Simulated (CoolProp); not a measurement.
A single-stage vapour-compression cycle with R142b: evaporating at 275.15 K (dew point), condensing at 318.15 K (bubble point), superheat 8 K, subcooling 0 K, compressor efficiency 0.75, no pressure losses. Each further row changes one setting.

Computed with CoolProp (reference Helmholtz-energy equation of state, Lemmon 2006). It is a short technical equation, of lower accuracy than the large ones.

```csv
case,cooling COP,pressure ratio,discharge temperature (K),refrigerating effect (kJ/kg),volumetric capacity (kJ/m³)
as stated,4.00,3.84,339.2,167,1170
evaporating temperature 280.15 K,4.71,3.21,337.1,171,1410
condensing temperature 313.15 K,4.65,3.36,333.3,174,1220
subcooling 5 K,4.17,3.84,339.2,174,1220
superheat 18 K,4.04,3.84,349.6,176,1180
compressor efficiency 0.65,3.47,3.84,345.6,167,1170
```
